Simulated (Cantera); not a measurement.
A perfectly stirred reactor is fed with 21.9 % H2, 78.1 % O2, at 0.0267 bar; it is held at 1148 K, and followed from long to short residence time.

Cantera simulation using the H2/O2 subset of GRI-Mech 3.0, which has no nitrogen chemistry; the numbers are that mechanism's predictions, not measurements. Radical loss at walls, strong at low pressure, is not modelled. The temperature is held fixed by assumption; the heat of reaction is taken as removed at once.

### Question
Predict: x(H2) at τ = 17.0 s; x(O2) at τ = 17.0 s; x(O) at τ = 17.0 s; x(HO2) at τ = 17.0 s; x(H2O2) at τ = 17.0 s; x(H2) at τ = 0.110 s; x(O2) at τ = 0.110 s; x(O) at τ = 0.110 s; x(HO2) at τ = 0.110 s; x(H2O2) at τ = 0.110 s.

### Answer
```
Property                  Result
----------------------  --------
x(H2) at τ = 17.0 s      8.03e-5
x(O2) at τ = 17.0 s        0.754
x(O) at τ = 17.0 s      0.000146
x(HO2) at τ = 17.0 s     2.03e-6
x(H2O2) at τ = 17.0 s    2.45e-7
x(H2) at τ = 0.110 s     0.00196
x(O2) at τ = 0.110 s       0.750
x(O) at τ = 0.110 s      0.00408
x(HO2) at τ = 0.110 s    1.57e-5
x(H2O2) at τ = 0.110 s   9.13e-7
```
